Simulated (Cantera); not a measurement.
Cantera run:

```python
import numpy as np
import cantera as ct

gas_names = """
    H HO2 H2 H2O H2O2 Mg MgH MgO MgOH MgO2H2 Mg2 O OH O2 O3
""".split()
cond_names = """
    H2O(s) H2O(L) Mg(cr) Mg(L) MgO(s) MgO(L) MgO2H2(s)
""".split()


# ... load() reads the species with a 1 bar reference pressure and builds the phases ...
atoms = {
    'Mg(OH)2': {'Mg': 1, 'O': 2, 'H': 2},
    'H2O': {'H': 2, 'O': 1},
}
top_T = {}  # K; cautious upper limits of use, not melting points


# ... equilibrate(T, P, feed) seeds the gas with the atoms and calls Mixture.equilibrate('TP', solver="vcs", rtol=1e-11, max_steps=5000) ...
results = []
feed = {'Mg(OH)2': 1, 'H2O': 0.45}  # mol
T = 1198.15  # K
P = 740  # Pa
mix = equilibrate(T, P, feed)
results.append((T, P, feed, dict(zip(mix.species_names, mix.species_moles))))
print(gas.report(threshold=1e-05))
for i in range(1, mix.n_phases):
    print(f"{mix.phase(i).name:16s} {mix.phase_moles(i):12.5e} mol")
```

Output:

```
       temperature   1198.2 K
          pressure   740 Pa
           density   0.0013382 kg/m^3
  mean mol. weight   18.015 kg/kmol
   phase of matter   gas

                          1 kg             1 kmol
                     ---------------   ---------------
          enthalpy       -1.1511e+07       -2.0736e+08  J
   internal energy       -1.2064e+07       -2.1732e+08  J
           entropy             15611        2.8123e+05  J/K
    Gibbs function       -3.0215e+07       -5.4432e+08  J
 heat capacity c_p            2437.9             43918  J/K
 heat capacity c_v            1976.4             35604  J/K

                      mass frac. Y      mole frac. X     chem. pot. / RT
                     ---------------   ---------------   ---------------
                H2        3.8959e-06        3.4813e-05           -33.145
               H2O           0.99996           0.99995           -54.641
                O2        2.9604e-05        1.6667e-05           -42.991
     [  +12 minor]        2.8083e-06        2.9851e-06

Mg(L)             0.00000e+00 mol
MgO(s)            1.00000e+00 mol
```

Cantera equilibrium calculation (NASA polynomials, part measured and part estimated; ideal gas, pure solids and liquids).
